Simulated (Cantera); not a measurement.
A Cantera script and its output.

```python
import numpy as np
import cantera as ct

gas = ct.Solution("gri30.yaml")


def delay(T, t_max=10):
    gas.TPX = T, 100000, {'C3H8': 1, 'O2': 10, 'N2': 37.6, 'H2O': 1.8}
    reactor = ct.IdealGasConstPressureReactor(gas, clone=False)
    net = ct.ReactorNet([reactor])
    net.rtol, net.atol = 1e-8, 1e-16
    while net.time < t_max:
        t_old, T_old = net.time, reactor.T
        net.step()
        if reactor.T > T + 400:  # ignition: a rise of 400 K
            return t_old + (T + 400 - T_old) / (reactor.T - T_old) * (net.time - t_old)
    return np.nan


taus = []
for T in [1225, 1275, 1325, 1375, 1425, 1475, 1525, 1575, 1625]:
    taus.append(delay(T))
    print(f"T0 = {T:6g} K   tau = {taus[-1]:.4e} s")
```

It prints:

```
T0 =   1225 K   tau = 3.5867e-03 s
T0 =   1275 K   tau = 1.4219e-03 s
T0 =   1325 K   tau = 6.2329e-04 s
T0 =   1375 K   tau = 3.0249e-04 s
T0 =   1425 K   tau = 1.6196e-04 s
T0 =   1475 K   tau = 9.5010e-05 s
T0 =   1525 K   tau = 6.0490e-05 s
T0 =   1575 K   tau = 4.1345e-05 s
T0 =   1625 K   tau = 3.0018e-05 s
```

Computed with Cantera and GRI-Mech 3.0 (53 species, 325 reactions). GRI-Mech 3.0 was tuned for natural gas; its chemistry of propane as a main component is partial and can be far from experiment.
